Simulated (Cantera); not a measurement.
Charge: 1 mol Si3N4, 0.2 mol O2, 630 mol H2, equilibrated at 1300 K and 85.0 Pa.

Cantera equilibrium calculation (NASA polynomials, part measured and part estimated; ideal gas, pure solids and liquids). Candidate condensed phases: H2O, Si, SiO2, Si2N2O, Si3N4; 35 gas species. Mutual solubility and eutectic melting of coexisting phases are not modelled. Rates play no part.

Problem. What is the equilibrium state?

Solution. 
* **x(H2)**: 0.999
* **x(N2)**: 0.000585
* **x(H)**: 3.79e-5
* **x(SiO)**: 3.66e-6
* **n(Si(s))**: 0.352 mol
* **n(Si2N2O(s))**: 0.398 mol
* **n(Si3N4(s))**: 0.617 mol
* **gas amount**: 630.4 mol
